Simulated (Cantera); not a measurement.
Charge: 1 mol Si₂Cl₆, 12 mol NH₃, held at 600 °C and 0.00133 bar.

These are equilibrium values from Cantera (NASA tables, ideal gas, pure condensed phases), not measurements of a reactor. Candidate condensed phases: NH₄Cl, Si, Si₃N₄; 28 gas species. The feed counts by its element totals alone. The numbers say what is thermodynamically allowed, not how fast it happens.

Base state: H₂ 0.588, HCl 0.228, N₂ 0.183, SiCl₄ 0.00146 (mole fractions); condensed: Si₃N₄(s).

Task: What changes in the equilibrium state with this change: Si₂Cl₆ replaced by trisilylamine?

Result: 
```
species         before  after
-------------  -------  -----
H₂               0.588  0.833
N₂               0.183  0.167
HCl              0.228      0
SiCl₄          0.00146      0
Si₃N₄(s), mol    0.654   1.00
```
